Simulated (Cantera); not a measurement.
A Cantera script and what it prints.

```python
import numpy as np
import cantera as ct

gas_names = """
    C CO CO2 C2 C2O C3 C3O2 C4 C5 Fe FeC5O5 FeO O O2 O3
""".split()
cond_names = """
    C(gr) Fe(a) Fe(c) Fe(d) Fe(L) FeC5O5(L) FeO(s) FeO(L) Fe2O3(s) Fe3O4(s)
""".split()


# ... load() reads the species with a 1 bar reference pressure and builds the phases ...
atoms = {
    'Fe2O3': {'Fe': 2, 'O': 3},
    'C': {'C': 1},
    'CO': {'C': 1, 'O': 1},
}
top_T = {'C(gr)': 4500, 'Fe2O3(s)': 1830, 'Fe3O4(s)': 1870}  # K; cautious upper limits of use, not melting points


# ... equilibrate(T, P, feed) seeds the gas with the atoms and calls Mixture.equilibrate('TP', solver="vcs", rtol=1e-11, max_steps=5000) ...
results = []
feed = {'Fe2O3': 1, 'C': 0.61, 'CO': 0.93}  # mol
P = 64  # Pa
for T in [925, 1025, 1125, 1225, 1325, 1425, 1525, 1625, 1725]:
    mix = equilibrate(T, P, feed)
    results.append((T, P, feed, dict(zip(mix.species_names, mix.species_moles))))

top = {s: max(r[3][s] / sum(r[3][g] for g in gas_names) for r in results) for s in gas_names}
cols = sorted((s for s in top if top[s] > 0.0001), key=lambda s: -top[s])[:7]
seen = [c for c in cond_names if any(r[3].get(c, 0) > 1e-12 for r in results)]
print("log10 of partial pressures in bar; condensed amounts in mol")
print(f"{'T/K':>10s}" + "".join(f"{s[:9]:>10s}" for s in cols + seen))
for T, P, feed, n in results:
    ng = sum(n[g] for g in gas_names)
    print(f"{T:10.4g}" + "".join(f"{np.log10(max(n[s] / ng * P / 1e5, 1e-99)):10.3f}" for s in cols)
          + "".join(f"{n.get(c, 0):10.4g}" for c in seen))
```

Result:

```
log10 of partial pressures in bar; condensed amounts in mol
       T/K        CO       CO2        Fe    FeO(s)    FeO(L)
       925    -3.321    -3.790   -15.622         2         0
      1025    -3.321    -3.790   -13.448         2         0
      1125    -3.321    -3.790   -11.667         2         0
      1225    -3.321    -3.790   -10.183         2         0
      1325    -3.321    -3.790    -8.928         2         0
      1425    -3.321    -3.790    -7.854         2         0
      1525    -3.321    -3.790    -6.926         2         0
      1625    -3.322    -3.789    -6.117     1.998         0
      1725    -3.326    -3.783    -5.448         0     1.991
```

Equilibrium computed with Cantera from the NASA thermochemical tables; the gas is ideal and each condensed phase is pure. The tables' stoichiometric FeO is somewhat more stable than real wüstite, so its field is too wide. FeO: taken at fixed stoichiometry.
